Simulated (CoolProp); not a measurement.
R407C along the isobar 3840 kPa: fugacity coefficient from the reference equation and from simpler models built on Tc = 359.3 K, pc = 4632 kPa, ω = 0.363; each cubic takes its own stable root.

Values from CoolProp's reference Helmholtz-energy equation of state, Lemmon 2003. It is a pseudo-pure fit of the blend.

```csv
T (K),phase,reference,van der Waals,Redlich-Kwong,Peng-Robinson
226.8,liquid,0.02124,0.1512,0.04553,0.01757
238.4,liquid,0.03660,0.1917,0.07109,0.03134
250.1,liquid,0.05937,0.2376,0.1053,0.05243
261.8,liquid,0.09104,0.2884,0.1487,0.08266
273.4,liquid,0.1326,0.3431,0.2010,0.1233
285.1,liquid,0.1857,0.4019,0.2629,0.1765
296.7,liquid,0.2501,0.4633,0.3325,0.2419
308.4,liquid,0.3267,0.5274,0.4101,0.3206
320,liquid,0.4134,0.5922,0.4924,0.4102
331.7,liquid,0.5100,0.6575,0.5788,0.5099
366.7,gas,0.7292,0.7660,0.7432,0.7256
```
